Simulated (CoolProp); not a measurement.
R115 at 298.15 K and 0.24 MPa is throttled through a valve to 0.156 MPa with no heat exchange. Each further row changes one setting.

The numbers come from the reference Helmholtz-energy equation of state, Lemmon 2016 in CoolProp.

| case | temperature change (K) | final density (kg/m³) |
|---|---|---|
| as stated | … | 10.1 |
| outlet pressure 0.0468 MPa | … | 2.97 |
| outlet pressure 0.203 MPa | … | … |

Fill in the missing entries.


- as stated, temperature change (K): -1.2
- outlet pressure 0.0468 MPa, temperature change (K): -2.7
- outlet pressure 0.203 MPa, temperature change (K): -0.5
- outlet pressure 0.203 MPa, final density (kg/m³): 13.2
